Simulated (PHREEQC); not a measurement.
Model water analysis in mg/kgw, 75 °C, pH 5.87, pe 12:

| constituent | mg/kgw |
|---|---|
| Na | 4.34 |
| K | 2.39 |
| Ca | 4.67 |
| Mg | 0.226 |
| Cl | 9.97 |
| S(6) as SO4 | 2.29 |
| Alkalinity as HCO3 | 11.7 |
| Br | 0.816 |

Cl is adjusted to close the charge balance.
Valence states are taken as typed.

Computed with PHREEQC (ion-association model, wateq4f.dat).

No solid was allowed to form.

Question: What activity of water does the model give?

Answer: activity of water 0.993.

Question: In which forms is S present?

Answer: SO4-2 97 %, CaSO4 2.6 % of the S.

Constants without temperature data keep their 25 °C values here.
